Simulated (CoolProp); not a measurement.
Propane at 252.89 K and 0.0951 MPa is compressed adiabatically to 0.235 MPa with isentropic efficiency 0.6. Each further row changes one setting.

The numbers come from the reference Helmholtz-energy equation of state, Lemmon 2009 in CoolProp.

```tsv
case	work (kJ/kg)	final temperature (K)	final density (kg/m³)
as stated	___	___	4.29
efficiency 1	44.2	___	___
efficiency 0.65	68.0	___	___
```

Task: Fill in the missing entries.

Result: 
- as stated, work (kJ/kg): 73.6
- as stated, final temperature (K): 301.4
- efficiency 1, final temperature (K): 284.1
- efficiency 1, final density (kg/m³): 4.59
- efficiency 0.65, final temperature (K): 298.2
- efficiency 0.65, final density (kg/m³): 4.35
